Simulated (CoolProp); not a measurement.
Vapour-liquid equilibrium of C3F8 (R218) (1) + c-C4F8 (RC318) (2) at 0.286 MPa; x and y are mole fractions of (1).

Values from CoolProp's multi-fluid Helmholtz-energy mixture model, Lemmon 2006 and Platzer 1990; pair parameters Bell 2016. This equation is an older, rougher fit; its heat capacities, sound speeds and derivatives of the liquid may be far off and weren't checked against measurements.

Q: Give the bubble temperature and the first vapour's composition at x = 0.2, 0.65, 0.95. Is there an azeotrope?

A: x = 0.2: 291.0 K, y = 0.316; x = 0.65: 273.5 K, y = 0.865; x = 0.95: 263.6 K, y = 0.989. No azeotrope shows between x = 0.05 and 0.95.

Pair parameters are fitted to limited data, so mixtures are less certain than the pure fluids.
